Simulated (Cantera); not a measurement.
Charge: 1 mol TEOS, 0.94 mol NO, equilibrated at 0.120 bar.

Cantera equilibrium calculation (NASA polynomials, part measured and part estimated; ideal gas, pure solids and liquids). Candidate condensed phases: C, C6H6, C7H8, C8H18, H2O, Si, SiC, SiO2, Si2N2O, Si3N4; 151 gas species. The feed counts by its element totals alone. Mutual solubility and eutectic melting of coexisting phases are not modelled. The tables hold silica as quartz up to 1696 K and as liquid above; real silica turns to tridymite and cristobalite and melts near 1996 K. Rates play no part.

x: gas mole fraction; n: condensed amount in mol.

| T (K) | x H2 | x CO | x N2 | x SiO | x CH4 | x HCN | n C(graphite) | n SiO2(β-quartz) | n Si2N2O(s) | n SiC(s) |
|---|---|---|---|---|---|---|---|---|---|---|
| 1198 | 0.744 | 0.219 | 0.0351 | 3.39e-10 | 0.00107 | 1.18e-5 | 5.05 | 1.00 | 0 | 0 |
| 1273 | 0.745 | 0.219 | 0.0351 | 1.92e-8 | 0.000625 | 2.58e-5 | 5.05 | 1.00 | 0 | 0 |
| 1348 | 0.745 | 0.219 | 0.0350 | (withheld) | (withheld) | (withheld) | 5.06 | 1.000 | 0 | 0 |
| 1423 | 0.729 | (withheld) | (withheld) | (withheld) | (withheld) | (withheld) | (withheld) | (withheld) | (withheld) | 0 |
| 1498 | 0.702 | 0.293 | 0.00424 | 0.000220 | 0.000154 | 5.69e-5 | 3.83 | 0.178 | 0.409 | 0 |
| 1573 | 0.680 | 0.311 | 0.00777 | 0.000816 | 0.000102 | 0.000126 | 3.14 | 0 | 0.355 | 0.278 |
| 1648 | 0.648 | 0.319 | 0.0303 | 0.00110 | 6.76e-5 | 0.000383 | 2.09 | 0 | 0 | 0.983 |
| 1723 | 0.648 | 0.319 | 0.0302 | 0.00141 | 5.07e-5 | 0.000580 | 2.09 | 0 | 0 | 0.978 |
| 1798 | 0.648 | 0.319 | 0.0300 | 0.00176 | 3.90e-5 | 0.000848 | 2.10 | 0 | 0 | 0.973 |

Q: What belongs in the gaps?

A: 
- 1423, x CO: 0.247
- 1423, x N2: 0.0234
- 1423, x SiO: 1.49e-5
- 1423, x CH4: 0.000243
- 1423, x HCN: 7.79e-5
- 1423, n C(graphite): 4.61
- 1423, n SiO2(β-quartz): 0.703
- 1423, n Si2N2O(s): 0.148
- 1348, x SiO: 6.88e-7
- 1348, x CH4: 0.000389
- 1348, x HCN: 5.17e-5
